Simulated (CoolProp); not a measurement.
Properties of ethanol along the isotherm 278.55 °C.

The numbers come from the reference Helmholtz-energy equation of state, Schroeder 2014 in CoolProp.

| p (kPa) | phase | speed of sound (m/s) | expansivity (1/kK) | conductivity (mW/(m K)) | Prandtl number | fugacity coefficient |
|---|---|---|---|---|---|---|
| 198 | gas | 327.6 | 1.872 | 44.8 | 0.814 | 0.9933 |
| 407 | gas | 325.8 | 1.938 | 45.2 | 0.817 | 0.9862 |
| 836 | gas | 322.2 | 2.081 | 46.0 | 0.826 | 0.9718 |
| 1720 | gas | 314.5 | ? | 47.8 | 0.845 | 0.9421 |
| 3520 | gas | ? | ? | 52.6 | 0.905 | ? |
| 7240 | supercritical | 245.0 | 9.786 | 72.2 | 1.30 | 0.7544 |
| 14900 | supercritical | 331.9 | 8.899 | 131 | 2.40 | 0.5037 |
| 30500 | supercritical | 607.4 | ? | ? | 2.46 | ? |
| 62700 | supercritical | 880.4 | 1.702 | 161 | 2.69 | ? |

Task: Complete the blanks.

Result: 
- 1720, expansivity (1/kK): 2.423
- 3520, speed of sound (m/s): 296.8
- 3520, expansivity (1/kK): 3.409
- 3520, fugacity coefficient: 0.8819
- 30500, expansivity (1/kK): 3.035
- 30500, conductivity (mW/(m K)): 143
- 30500, fugacity coefficient: 0.3391
- 62700, fugacity coefficient: 0.2886

Viscosity comes from a separate model (Kiselev 2005). Thermal conductivity comes from a separate model (Assael 2013).
